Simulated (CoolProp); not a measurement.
1-butene along the isotherm 251.85 °C: Z from the reference equation and from simpler models built on Tc = 146.1 °C, pc = 4.006 MPa, ω = 0.192; each cubic takes its own stable root.

Computed with CoolProp (reference Helmholtz-energy equation of state, Lemmon 2005). It is a short technical equation, of lower accuracy than the large ones.

```tsv
p (MPa)	phase	reference
0.0633	gas	0.9974
0.102	gas	0.9958
0.165	gas	0.9932
0.267	gas	0.9890
0.432	gas	0.9821
0.697	gas	0.9710
1.13	gas	0.9528
1.82	gas	0.9234
2.94	gas	0.8748
4.75	supercritical	0.7956
7.67	supercritical	0.6811
12.4	supercritical	0.6141
20	supercritical	0.7231
```

### Question
How far does each simpler model (Redlich-Kwong, Soave-Redlich-Kwong, Peng-Robinson) lie from the reference over these 13 states: mean and median of the absolute difference, and the worst?

### Answer
- Redlich-Kwong: mean 0.8 %, median 0.3 %, worst +3.3 % at 251.85 °C and 20 MPa
- Soave-Redlich-Kwong: mean 2.4 %, median 0.3 %, worst +11.0 % at 251.85 °C and 12.4 MPa
- Peng-Robinson: mean 0.7 %, median 0.5 %, worst +3.7 % at 251.85 °C and 12.4 MPa
